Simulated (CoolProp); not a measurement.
A simple Rankine cycle with cyclopentane: condensing at 308.15 K, boiler at 0.92 MPa, turbine inlet 549 K, turbine efficiency 0.65, pump efficiency 0.6, no recuperator. Each further row changes one setting.

Values from CoolProp's reference Helmholtz-energy equation of state, Gedanitz 2015.

```json
[
 {"case": "as stated", "thermal efficiency (%)": "12.3", "net work (kJ/kg)": "101", "heat in (kJ/kg)": "826", "turbine exit temperature (K)": "497.8", "volume ratio over the turbine": "14.2"},
 {"case": "condensing temperature 300.15 K", "thermal efficiency (%)": "13.4", "net work (kJ/kg)": "112", "heat in (kJ/kg)": "840", "turbine exit temperature (K)": "492.7", "volume ratio over the turbine": "19.1"},
 {"case": "boiler pressure 0.644 MPa", "thermal efficiency (%)": "10.8", "net work (kJ/kg)": "90.0", "heat in (kJ/kg)": "830", "turbine exit temperature (K)": "505.3", "volume ratio over the turbine": "9.93"},
 {"case": "turbine efficiency 0.55", "thermal efficiency (%)": "10.4", "net work (kJ/kg)": "85.6", "heat in (kJ/kg)": "826", "turbine exit temperature (K)": "505.2", "volume ratio over the turbine": "14.5"}
]
```
